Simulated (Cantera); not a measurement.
What does this Cantera script print?

```python
import numpy as np
import cantera as ct

gas = ct.Solution("gri30.yaml")
gas.TPX = 650, 101325, {'H2': 1, 'O2': 0.714, 'N2': 2.69}
inlet = ct.Reservoir(gas, clone=True)
gas.equilibrate("HP")  # start burning
reactor = ct.IdealGasConstPressureReactor(gas, energy="on", clone=False)
exhaust = ct.Reservoir(gas, clone=True)
tau = [0.068, 0.036, 0.019, 0.01, 0.0054, 0.0029, 0.0015, 0.00081, 0.00043, 0.00023, 0.00012, 6.4e-05][0]
for a, b in ((inlet, reactor), (reactor, exhaust)):
    ct.MassFlowController(a, b, mdot=lambda t: reactor.mass / tau)
net = ct.ReactorNet([reactor])
show = ['H2', 'O2', 'O', 'H', 'NO', 'NO2']

rows = []
print(f"{'tau/s':>10s}{'T/K':>9s}" + "".join(f"{s:>11s}" for s in show))
for tau in [0.068, 0.036, 0.019, 0.01, 0.0054, 0.0029, 0.0015, 0.00081, 0.00043, 0.00023, 0.00012, 6.4e-05]:
    net.initial_time = 0.0
    net.advance(30 * tau)
    before = gas.X
    net.advance(40 * tau)
    drift = np.max(np.abs(gas.X - before) / (gas.X + 1e-9))
    rows.append([gas.T, *gas[show].X, drift])
    print(f"{tau:10.3e}{gas.T:9.1f}" + "".join(f"{x:11.3e}" for x in gas[show].X))
```

It prints:

```
     tau/s      T/K         H2         O2          O          H         NO        NO2
 6.800e-02   2264.3  2.084e-03  5.208e-02  1.028e-03  4.113e-04  2.528e-03  1.448e-06
 3.600e-02   2262.8  2.267e-03  5.249e-02  1.122e-03  4.671e-04  1.653e-03  9.340e-07
 1.900e-02   2258.2  2.596e-03  5.275e-02  1.283e-03  5.723e-04  1.041e-03  5.709e-07
 1.000e-02   2248.7  3.180e-03  5.291e-02  1.568e-03  7.786e-04  6.569e-04  3.395e-07
 5.400e-03   2232.6  4.122e-03  5.302e-02  2.034e-03  1.162e-03  4.285e-04  2.005e-07
 2.900e-03   2207.0  5.600e-03  5.318e-02  2.782e-03  1.882e-03  2.775e-04  1.122e-07
 1.500e-03   2166.4  7.861e-03  5.353e-02  3.970e-03  3.260e-03  1.704e-04  5.719e-08
 8.100e-04   2113.7  1.064e-02  5.414e-02  5.497e-03  5.420e-03  1.069e-04  3.010e-08
 4.300e-04   2043.0  1.405e-02  5.516e-02  7.479e-03  8.858e-03  7.027e-05  1.692e-08
 2.300e-04   1956.5  1.778e-02  5.665e-02  9.749e-03  1.375e-02  5.233e-05  1.122e-08
 1.200e-04   1850.5  2.185e-02  5.883e-02  1.219e-02  2.054e-02  4.174e-05  8.266e-09
 6.400e-05   1735.3  2.614e-02  6.181e-02  1.422e-02  2.853e-02  3.244e-05  6.154e-09
```

Model: GRI-Mech 3.0 (53 species, 325 reactions), integrated in Cantera.
